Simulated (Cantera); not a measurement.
**NO annealing gas**

An isothermal, constant-pressure homogeneous reactor starts with 28.6 % NO, 71.4 % N2, at 1648 K and 750 Torr.

Cantera simulation using GRI-Mech 3.0 (53 species, 325 reactions); the numbers are that mechanism's predictions, not measurements.

| t (s) | x NO | x N2 | x N2O | x O2 | x NO2 | x O |
|---|---|---|---|---|---|---|
| 0.000400 | 0.286 | 0.714 | 1.66e-6 | 3.13e-9 | 1.64e-6 | 1.13e-7 |
| 0.000825 | 0.286 | 0.714 | 3.33e-6 | 1.05e-8 | 3.56e-6 | 1.40e-7 |
| 0.00170 | 0.286 | 0.714 | 6.47e-6 | 4.48e-8 | 7.77e-6 | 1.97e-7 |
| 0.00350 | 0.286 | 0.714 | 1.19e-5 | 2.54e-7 | 1.73e-5 | 3.19e-7 |
| 0.00722 | 0.286 | 0.714 | 1.96e-5 | 1.81e-6 | 3.81e-5 | 5.71e-7 |
| 0.0149 | 0.286 | 0.714 | 2.71e-5 | 1.30e-5 | 7.38e-5 | 9.73e-7 |
| 0.0307 | 0.285 | 0.714 | 3.06e-5 | 6.52e-5 | 0.000102 | 1.27e-6 |
| 0.0632 | 0.285 | 0.715 | 3.09e-5 | 0.000202 | 0.000109 | 1.35e-6 |
| 0.130 | 0.284 | 0.715 | 3.08e-5 | 0.000488 | 0.000115 | 1.42e-6 |
| 0.269 | 0.283 | 0.715 | 3.05e-5 | 0.00108 | 0.000126 | 1.55e-6 |
| 0.554 | 0.281 | 0.717 | 3.00e-5 | 0.00228 | 0.000145 | 1.79e-6 |
| 1.14 | 0.276 | 0.719 | 2.89e-5 | 0.00470 | 0.000176 | 2.18e-6 |
| 2.35 | 0.266 | 0.724 | 2.69e-5 | 0.00948 | 0.000220 | 2.80e-6 |
| 4.85 | 0.248 | 0.733 | 2.33e-5 | 0.0185 | 0.000273 | 3.69e-6 |
| 10.0 | 0.217 | 0.748 | 1.78e-5 | 0.0339 | 0.000316 | 4.85e-6 |
x: mole fraction; the columns are a selection and need not sum to one.

Equilibrium at this temperature and pressure: NO 0.00203, N2 0.856, N2O 1.25e-7, O2 0.142, NO2 5.93e-6, O 9.59e-6 (gas phase only).
